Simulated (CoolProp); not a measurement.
Vapour-liquid equilibrium of n-hexane (1) + toluene (2) at 0.573 MPa; x and y are mole fractions of (1).

Model: multi-fluid Helmholtz-energy mixture model, Thol 2019 and Lemmon 2006; pair parameters Bell 2016, in CoolProp.

Problem. Give the bubble temperature and the first vapour's composition at x = 0.55, 0.75, 0.95. Is there an azeotrope?

Solution. x = 0.55: 423.9 K, y = 0.733; x = 0.75: 416.9 K, y = 0.861; x = 0.95: 411.0 K, y = 0.973. No azeotrope shows between x = 0.05 and 0.95.

The pair parameters rest on a limited set of measurements; away from them the model extrapolates.
